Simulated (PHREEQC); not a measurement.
Consider water at 25 °C with 10 mmol/kgw CaSO4, 85 mmol/kgw Na2HPO4 and 0.5 mmol/kgw NaCl. Closed to the air; pH follows from the charge balance.

Model: ion-association model, phreeqc.dat, run in PHREEQC.

This is a speciation only: nothing precipitates in the calculation.

Problem. What pH, density does the model give?

Solution. pH 8.18; density 1.009 g/cm³.

Problem. In which forms is Na present?

Solution. Na+ 95 %, NaHPO4- 3.5 %, NaSO4- 1.0 % of the Na.

Saturation is exceeded, for instance for Hydroxyapatite; the values hold only as long as no solid forms.
